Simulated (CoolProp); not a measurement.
Vapour-liquid equilibrium of CH2F2 (R32) (1) + R152A (2) at 1680 kPa; x and y are mole fractions of (1).

Model: multi-fluid Helmholtz-energy mixture model, Tillner-Roth 1997 and Outcalt 1996; pair parameters Bell 2016, in CoolProp.

```csv
x,bubble temperature (°C),y at the bubble point,dew temperature at overall composition x (°C),liquid density (mol/L)
0.05,62.0,0.092,63.3,12.14
0.2,54.1,0.329,58.5,13.00
0.35,47.1,0.518,53.3,13.89
0.5,40.9,0.669,47.8,14.83
0.65,35.5,0.792,41.7,15.82
0.8,30.6,0.892,35.1,16.90
0.95,26.2,0.975,27.5,18.07
```

No azeotrope shows between x = 0.05 and 0.95.

The pair parameters rest on a limited set of measurements; away from them the model extrapolates.
